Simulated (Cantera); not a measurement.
Mixture: CH₄ : C₂H₆ : C₃H₈ : O₂ : N₂ = 1 : 0.074 : 0.2 : 2.04 : 7.66 (molar parts), at 100000 Pa, adiabatic and at constant volume. Ignition delay is the time to a rise of 400 K.

Computed with Cantera and GRI-Mech 3.0 (53 species, 325 reactions). GRI-Mech 3.0 was tuned for natural gas; its chemistry of propane as a main component is partial and can be far from experiment.

**Question.** Predict: delay at 1125 K; delay at 1225 K; delay at 1325 K; delay at 1425 K; apparent activation energy between 1375 and 1475 K.

**Answer.** 
| Property | Value |
|---|---|
| delay at 1125 K | 24.6 ms |
| delay at 1225 K | 4.30 ms |
| delay at 1325 K | 0.932 ms |
| delay at 1425 K | 0.269 ms |
| apparent activation energy between 1375 and 1475 K | 190 kJ/mol |
